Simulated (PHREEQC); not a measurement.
Acid rinse or clean: an equilibrium model

Solution (25 °C): 0.0013 mol H2SO4 and 0.039 mol CaCl2 per kg of water. Closed to the air; pH follows from the charge balance.

All values are PHREEQC results (ion-association model, phreeqc.dat), not measurements.

Each row changes one thing in this solution. No solid was allowed to form.

```csv
case,pH,ionic strength (mol/kgw),SO4-2 (mol/kgw),HSO4- (mol/kgw)
as made,2.68,0.118,0.000657,6.03e-5
CaCl2 left out,2.65,0.00350,0.00110,0.000200
temperature from 25 to 20 °C,2.68,0.118,0.000667,5.55e-5
H2SO4 from 0.0013 to 0.00117 mol/kgw,2.73,0.118,0.000594,4.92e-5
diluted 2-fold with water,2.97,0.0594,0.000375,2.13e-5
```

Complexes and solids missing from the database can't appear.
